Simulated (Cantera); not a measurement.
What does this Cantera script print?

```python
import numpy as np
import cantera as ct

gas = ct.Solution("gri30.yaml")
gas.TPX = 1275, 11000, {'H2': 1.7, 'O2': 1, 'N2': 0.52, 'H2O': 0.04}
inlet = ct.Reservoir(gas, clone=True)

reactor = ct.IdealGasConstPressureReactor(gas, energy="off", clone=False)
exhaust = ct.Reservoir(gas, clone=True)
tau = [2.9, 1.1, 0.38, 0.14, 0.049, 0.018, 0.0063, 0.0023][0]
for a, b in ((inlet, reactor), (reactor, exhaust)):
    ct.MassFlowController(a, b, mdot=lambda t: reactor.mass / tau)
net = ct.ReactorNet([reactor])
show = ['H2', 'O2', 'O', 'OH', 'NO']

rows = []
print(f"{'tau/s':>10s}{'T/K':>9s}" + "".join(f"{s:>11s}" for s in show))
for tau in [2.9, 1.1, 0.38, 0.14, 0.049, 0.018, 0.0063, 0.0023]:
    net.initial_time = 0.0
    net.advance(30 * tau)
    before = gas.X
    net.advance(40 * tau)
    drift = np.max(np.abs(gas.X - before) / (gas.X + 1e-9))
    rows.append([gas.T, *gas[show].X, drift])
    print(f"{tau:10.3e}{gas.T:9.1f}" + "".join(f"{x:11.3e}" for x in gas[show].X))
```

Result:

```
     tau/s      T/K         H2         O2          O         OH         NO
 2.900e+00   1275.0  6.060e-04  6.229e-02  7.359e-05  7.688e-04  1.703e-07
 1.100e+00   1275.0  1.154e-03  6.244e-02  1.433e-04  1.067e-03  1.660e-07
 3.800e-01   1275.0  2.318e-03  6.283e-02  2.969e-04  1.529e-03  2.113e-07
 1.400e-01   1275.0  4.406e-03  6.360e-02  5.844e-04  2.143e-03  3.294e-07
 4.900e-02   1275.0  8.469e-03  6.528e-02  1.178e-03  3.042e-03  5.806e-07
 1.800e-02   1275.0  1.528e-02  6.838e-02  2.266e-03  4.217e-03  9.965e-07
 6.300e-03   1275.0  2.693e-02  7.421e-02  4.411e-03  5.852e-03  1.641e-06
 2.300e-03   1275.0  4.341e-02  8.339e-02  8.132e-03  7.825e-03  2.358e-06
```

Cantera simulation using GRI-Mech 3.0 (53 species, 325 reactions); the numbers are that mechanism's predictions, not measurements. The temperature is held fixed by assumption; the heat of reaction is taken as removed at once.
